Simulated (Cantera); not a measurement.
# Moist CO burnout

An isothermal, constant-pressure homogeneous reactor starts with 0.234 % CO, 0.842 % O2, 0.748 % H2O, 98.2 % N2, equivalence ratio 0.14, at 1325 K and 3750 Torr.

Detailed kinetics in Cantera: GRI-Mech 3.0 (53 species, 325 reactions).

| t (s) | x CO | x O2 | x H2O | x H2 | x N2O | x NO | x CO2 |
|---|---|---|---|---|---|---|---|
| 3.00e-6 | 0.00234 | 0.00842 | 0.00748 | <1e-12 | <1e-12 | <1e-12 | 8.79e-11 |
| 1.61e-5 | 0.00234 | 0.00842 | 0.00748 | <1e-12 | <1e-12 | <1e-12 | 4.96e-10 |
| 8.66e-5 | 0.00234 | 0.00842 | 0.00748 | 1.30e-10 | 1.54e-12 | <1e-12 | 4.64e-9 |
| 0.000465 | 0.00234 | 0.00841 | 0.00748 | 5.29e-8 | 2.90e-10 | <1e-12 | 7.86e-7 |
| 0.00250 | 0.00106 | 0.00777 | 0.00745 | 1.83e-5 | 5.66e-7 | 1.56e-8 | 0.00127 |
| 0.0134 | 7.33e-5 | 0.00729 | 0.00748 | 1.35e-6 | 1.16e-6 | 4.51e-8 | 0.00227 |
| 0.0721 | 1.23e-6 | 0.00725 | 0.00749 | 4.32e-8 | 7.69e-7 | 5.47e-8 | 0.00234 |
| 0.387 | 4.85e-9 | 0.00725 | 0.00749 | 6.01e-9 | 5.01e-8 | 5.63e-8 | 0.00234 |
| 2.08 | 3.09e-9 | 0.00725 | 0.00749 | 5.31e-9 | 1.59e-8 | 5.65e-8 | 0.00234 |
| 11.2 | 3.09e-9 | 0.00725 | 0.00749 | 5.31e-9 | 1.59e-8 | 5.74e-8 | 0.00234 |
| 60.0 | 3.09e-9 | 0.00725 | 0.00749 | 5.31e-9 | 1.59e-8 | 6.25e-8 | 0.00234 |
x: mole fraction; the columns are a selection and need not sum to one.

Equilibrium at this temperature and pressure: CO 3.10e-9, O2 0.00721, H2O 0.00749, H2 5.33e-9, N2O 1.58e-8, NO 9.66e-5, CO2 0.00234 (gas phase only).
